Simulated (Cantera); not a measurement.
A closed system holds: 1 mol Al2O3, 0.029 mol HCl, held at 1200 °C and 1330 Pa.

These are equilibrium values from Cantera (NASA tables, ideal gas, pure condensed phases), not measurements of a reactor. Candidate condensed phases: Al, AlCl3, Al2O3, H2O; 29 gas species. Rates play no part.

Base state: HCl 0.992, Cl 0.00248, H2O 0.00248, AlCl3 0.00165, H2 0.00127, Cl2 3.46e-5 (mole fractions); condensed: Al2O3(s).

Task: What changes in the equilibrium state with this change: 0.031 mol NH3 added?

Result: 
```json
[
 {"species": "H2", "before": "0.00127", "after": "0.511"},
 {"species": "HCl", "before": "0.992", "after": "0.317"},
 {"species": "N2", "before": "0", "after": "0.170"},
 {"species": "AlCl3", "before": "0.00165", "after": "0.000411"},
 {"species": "Cl2", "before": "3.46e-5", "after": "8.81e-9"},
 {"species": "Cl", "before": "0.00248", "after": "3.95e-5"},
 {"species": "H", "before": "3.91e-6", "after": "7.85e-5"},
 {"species": "AlCl2", "before": "8.22e-7", "after": "1.28e-5"},
 {"species": "H2O", "before": "0.00248", "after": "0.000640"},
 {"species": "Al2O3(s), mol", "before": "1.000", "after": "1.000"}
]
```
The tables' values for AlCl2 are old estimates; treat these amounts as uncertain. Further candidate phases: AlN, NH4Cl.
